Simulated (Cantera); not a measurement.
A perfectly stirred reactor is fed with H2 : O2 = 0.017 : 1 (molar parts), equivalence ratio 0.0085, at 10.00 Torr; it is held at 1075 K, and followed from long to short residence time.

Detailed kinetics in Cantera: the H2/O2 subset of GRI-Mech 3.0, which has no nitrogen chemistry. Radical loss at walls, strong at low pressure, is not modelled.

Q: Predict: x(H2) at τ = 3.90 s; x(O2) at τ = 3.90 s; x(HO2) at τ = 3.90 s; x(H) at τ = 3.90 s; x(OH) at τ = 3.90 s; x(H2) at τ = 62.0 ms; x(O2) at τ = 62.0 ms; x(HO2) at τ = 62.0 ms; x(H) at τ = 62.0 ms; x(OH) at τ = 62.0 ms.

A: 
```
Property                  Value
---------------------  --------
x(H2) at τ = 3.90 s     5.90e-5
x(O2) at τ = 3.90 s       0.982
x(HO2) at τ = 3.90 s    6.91e-7
x(H) at τ = 3.90 s      2.07e-5
x(OH) at τ = 3.90 s    0.000207
x(H2) at τ = 62.0 ms   0.000644
x(O2) at τ = 62.0 ms      0.977
x(HO2) at τ = 62.0 ms   2.36e-6
x(H) at τ = 62.0 ms    0.000730
x(OH) at τ = 62.0 ms   0.000855
```
